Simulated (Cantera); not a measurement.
**Premixed flame**

A freely propagating, adiabatic, planar premixed flame of 5.02 % CH₄, 1.81 % C₂H₆, 0.316 % C₃H₈, 19.5 % O₂, 73.3 % N₂, equivalence ratio 0.92, unburnt at 300 K and 1.00 bar; mixture-averaged transport, grid criteria slope 0.08 and curve 0.16, no radiation.

Cantera simulation using GRI-Mech 3.0 (53 species, 325 reactions); the numbers are that mechanism's predictions, not measurements. Burning velocities carry a grid error of a few per cent, more on coarse grids.

```tsv
z (mm)	T (K)	u (m/s)	x CH₄	x C₂H₆	x C₃H₈	x NO₂	x H₂	x H₂O₂
-1.28	300	0.379	0.0502	0.0181	0.00316	<1e-8	0.000451	1.29e-8
-0.852	301	0.380	0.0501	0.0181	0.00316	<1e-8	0.00139	1.70e-7
-0.639	306	0.387	0.0499	0.0180	0.00316	<1e-8	0.00284	1.30e-6
-0.426	359	0.457	0.0481	0.0177	0.00313	9.41e-8	0.00616	1.34e-5
-0.213	789	1.02	0.0351	0.0131	0.00244	3.55e-7	0.0117	5.01e-5
-0.107	1228	1.61	0.0210	0.00591	0.00100	7.93e-8	0.0143	3.15e-5
0	1632	2.16	0.00551	0.000347	2.76e-5	<1e-8	0.0142	1.59e-6
0.107	1790	2.36	0.000369	6.42e-7	<1e-8	<1e-8	0.0103	4.47e-7
0.213	1843	2.42	1.18e-5	<1e-8	<1e-8	<1e-8	0.00854	3.85e-7
0.426	1908	2.49	1.96e-8	<1e-8	<1e-8	<1e-8	0.00785	3.01e-7
0.852	1984	2.58	<1e-8	<1e-8	<1e-8	<1e-8	0.00661	2.12e-7
1.70	2060	2.66	<1e-8	<1e-8	<1e-8	<1e-8	0.00479	1.44e-7
3.41	2120	2.73	<1e-8	<1e-8	<1e-8	1.17e-8	0.00313	1.01e-7
```
x: mole fraction of selected species; z is measured from the peak of heat release.

laminar burning velocity: 37.9 cm/s
thermal thickness: 0.426 mm
peak x(H₂): 0.0149
peak x(H₂O₂): 5.02e-5
grid points: 150
